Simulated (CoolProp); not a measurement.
Vapour-liquid equilibrium of R125 (1) + propylene (2) at 0.65 °C; x and y are mole fractions of (1).

Computed with CoolProp (multi-fluid Helmholtz-energy mixture model, Lemmon 2005 and Lemmon 2013; pair parameters Bell 2016).

Q: Give the bubble pressure and the first vapour's composition at x = 0.05, 0.15, 0.95. Is there an azeotrope?

A: x = 0.05: 0.6464 MPa, y = 0.112; x = 0.15: 0.7195 MPa, y = 0.261; x = 0.95: 0.7189 MPa, y = 0.914. y crosses x between x = 0.55 and 0.65: the model has an azeotrope there.

Pair parameters are fitted to limited data, so mixtures are less certain than the pure fluids.
